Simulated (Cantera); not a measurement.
An isothermal, constant-pressure homogeneous reactor starts with H2 : O2 = 0.22 : 1 (molar parts), equivalence ratio 0.11, at 1398 K and 8.25 Torr. Integrator tolerance rtol = 1e-08.

Detailed kinetics in Cantera: the H2/O2 subset of GRI-Mech 3.0, which has no nitrogen chemistry. Radical loss at walls, strong at low pressure, is not modelled. The temperature is held fixed by assumption; the heat of reaction is taken as removed at once.

Question: What does this change do: H2 0.22 to 1.6 parts?

Answer: 
```csv
quantity,before,after
x(H2) at 10.0 s,1.07e-6 (gas-phase equilibrium 9.30e-7),1.20e-5 (gas-phase equilibrium 1.12e-5)
x(O2) at 10.0 s,0.802 (gas-phase equilibrium 0.802),0.111 (gas-phase equilibrium 0.111)
x(OH) at 10.0 s,0.000198 (gas-phase equilibrium 0.000184),0.000245 (gas-phase equilibrium 0.000238)
x(H2O2) at 10.0 s,2.17e-9 (gas-phase equilibrium 2.05e-9),3.58e-9 (gas-phase equilibrium 3.43e-9)
x(O) at 10.0 s,9.10e-6 (gas-phase equilibrium 7.88e-6),3.13e-6 (gas-phase equilibrium 2.93e-6)
x(H) at 10.0 s,5.43e-8 (gas-phase equilibrium 4.38e-8),1.68e-7 (gas-phase equilibrium 1.52e-7)
```
